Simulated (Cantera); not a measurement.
Input: 1 mol CH3SiCl3, 0.029 mol C3H8, 9.5 mol H2, 0.57 mol CH4, equilibrated at 1077 °C and 1.90 mbar.

Cantera equilibrium calculation (NASA polynomials, part measured and part estimated; ideal gas, pure solids and liquids). Candidate condensed phases: C, C6H6, C7H8, C8H18, Si, SiC; 109 gas species. The feed counts by its element totals alone. The tables' values for SiCl3 are old estimates; treat these amounts as uncertain. The numbers say what is thermodynamically allowed, not how fast it happens.

Base state: H2 0.783, HCl 0.217, SiCl2 0.000640, SiCl3 5.00e-5, H 4.84e-5, SiCl4 1.95e-5, Cl 1.11e-5 (mole fractions); condensed: C(graphite) + SiC(s).

What changes in the equilibrium state with this change: temperature from 1077 °C to 1827 °C?


```json
[
 {"species": "H2", "before": "0.783", "after": "0.730"},
 {"species": "HCl", "before": "0.217", "after": "0.182"},
 {"species": "H", "before": "4.84e-5", "after": "0.0611"},
 {"species": "Cl", "before": "1.11e-5", "after": "0.0112"},
 {"species": "SiCl2", "before": "0.000640", "after": "0.00753"},
 {"species": "Si", "before": "<1e-9", "after": "0.00547"},
 {"species": "SiC2", "before": "<1e-9", "after": "0.000353"},
 {"species": "Si2C", "before": "<1e-9", "after": "0.000224"},
 {"species": "SiH", "before": "<1e-9", "after": "0.000111"},
 {"species": "SiCl", "before": "1.28e-8", "after": "0.000952"},
 {"species": "C(graphite), mol", "before": "0.667", "after": "0.827"},
 {"species": "SiC(s), mol", "before": "0.990", "after": "0.786"}
]
```
The tables' values for SiCl, SiCl3 are old estimates; treat these amounts as uncertain. Gases not in the tables: Si2H6 and higher silanes.
